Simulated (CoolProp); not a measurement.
Vapour pressure (kPa) of sulfur dioxide: the reference equation beside estimates from Tc = 430.6 K, pc = 7887 kPa, ω = 0.256. Clausius-Clapeyron is anchored at 285.4 K with a constant enthalpy of vaporisation of 23.64 kJ/mol.

Values from CoolProp's reference Helmholtz-energy equation of state, Gao 2016.

| T (K) | reference | Lee-Kesler | Clausius-Clapeyron | van der Waals | Redlich-Kwong | Soave-Redlich-Kwong | Peng-Robinson |
|---|---|---|---|---|---|---|---|
| 285.4 | 250.4 | 249.2 | 250.4 | 1189 | 427.0 | 249.4 | 250.4 |
| 300.1 | 418.4 | 418.2 | 408.0 | 1545 | 663.9 | 418.0 | 416.8 |
| 314.8 | 662.0 | 663.7 | 635.0 | 1965 | 983.9 | 663.6 | 658.5 |
| 329.5 | 1001 | 1005 | 950.2 | 2452 | 1400 | 1006 | 995.4 |
| 344.2 | 1456 | 1461 | 1374 | 3011 | 1927 | 1468 | 1449 |
| 358.9 | 2049 | 2055 | 1927 | 3643 | 2577 | 2072 | 2044 |
| 373.6 | 2806 | 2810 | 2631 | 4353 | 3361 | 2842 | 2806 |
| 388.2 | 3746 | 3747 | 3504 | 5138 | 4285 | 3796 | 3755 |
| 402.9 | 4912 | 4913 | 4577 | 6010 | 5371 | 4974 | 4933 |

Absolute difference from the reference over all 9 rows, mean and median: Lee-Kesler 0.2 and 0.3 %, Clausius-Clapeyron 4.7 and 5.6 %, van der Waals 142.8 and 106.8 %, Redlich-Kwong 35.5 and 32.3 %, Soave-Redlich-Kwong 0.8 and 0.8 %, Peng-Robinson 0.3 and 0.4 %.
